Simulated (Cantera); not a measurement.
An isothermal, constant-pressure homogeneous reactor starts with CH4 : H2 : N2 = 1 : 4.2 : 0.32 (molar parts), at 1525 K and 100.0 Torr.

Cantera simulation using GRI-Mech 3.0 (53 species, 325 reactions); the numbers are that mechanism's predictions, not measurements. GRI-Mech 3.0 stops at C3 and has no aromatics, soot or wall deposition, so with more carbon than oxygen in the feed, carbon stays in small species such as C2H2 where larger ones or solid carbon would form.

### Question
Predict: x(CH4) at 60.0 s; x(H2) at 60.0 s; x(C2H2) at 60.0 s; x(CH2) at 60.0 s; x(C2H4) at 60.0 s; x(C2H6) at 60.0 s; x(H) at 60.0 s.

### Answer
| Property | Value |
|---|---|
| x(CH4) at 60.0 s | 0.0180 (gas-phase equilibrium 0.0165) |
| x(H2) at 60.0 s | 0.863 (gas-phase equilibrium 0.864) |
| x(C2H2) at 60.0 s | 0.0675 (gas-phase equilibrium 0.0566) |
| x(CH2) at 60.0 s | 1.54e-9 (gas-phase equilibrium 1.41e-9) |
| x(C2H4) at 60.0 s | 0.00171 (gas-phase equilibrium 0.00144) |
| x(C2H6) at 60.0 s | 1.41e-6 (gas-phase equilibrium 1.18e-6) |
| x(H) at 60.0 s | 6.06e-5 (gas-phase equilibrium 6.06e-5) |
